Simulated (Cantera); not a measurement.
## Reactions in the system C-H-Ni-S

Standard-state values (1 bar) from the NASA 1993 polynomials, evaluated with Cantera. Values are per mole of reaction as written; species without (g) are pure solids or liquids, kept so even where they would boil at 1 bar.

2 H2S(g) + Ni3S4 + C → CH4(g) + 3 NiS2

```csv
T (K),ΔH° (kJ),ΔS° (J/K),ΔG° (kJ),log10 K
300,-126.6,-201.5,-66.2,11.52
473,-127.0,-202.3,-31.3,3.46
523,-127.6,-203.4,-21.2,2.12
573,-128.4,-204.8,-11.0,1.00
```
